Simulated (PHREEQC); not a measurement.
A solution holds 0.077 mol HF, 0.0021 mol H2SiF6 and 0.0073 mol H3BO3 per kg of water, at 90 °C. Closed to the air; pH follows from the charge balance.

Equilibrium calculation in PHREEQC: ion-association model, phreeqc.dat.

Each row changes one thing in this solution. Precipitation was switched off in this run.

| case | pH | ionic strength (mol/kgw) | HF (mol/kgw) | F- (mol/kgw) | HF2- (mol/kgw) |
|---|---|---|---|---|---|
| as made | 1.96 | 0.0145 | 0.0475 | 0.000905 | 0.000178 |
| H3BO3 left out | 2.19 | ? | 0.0733 | 0.00230 | ? |
| H2SiF6 from 0.0021 to 0.00315 mol/kgw | 1.90 | 0.0174 | 0.0478 | 0.000806 | 0.000159 |
| H2SiF6 left out | 2.10 | 0.00867 | 0.0468 | 0.00121 | 0.000235 |
| 0.056 mol/kgw TMAH added | ? | ? | 0.00726 | 0.0437 | 0.00131 |
| HF from 0.077 to 0.0847 mol/kgw | 1.95 | 0.0147 | 0.0546 | 0.00102 | ? |

Problem. What belongs in the gaps?

Solution. 
- H3BO3 left out, ionic strength (mol/kgw): 0.00930
- H3BO3 left out, HF2- (mol/kgw): 0.000699
- 0.056 mol/kgw TMAH added, pH: 4.40
- 0.056 mol/kgw TMAH added, ionic strength (mol/kgw): 0.0581
- HF from 0.077 to 0.0847 mol/kgw, HF2- (mol/kgw): 0.000231

(CH3)4N+ isn't in the database: it is added as a free cation with an ion size of 4 Å. Constants without temperature data keep their 25 °C values here. SiF6-2 is the database's only silicon fluoride. Real BF4- forms and hydrolyses slowly; the run takes it at equilibrium.
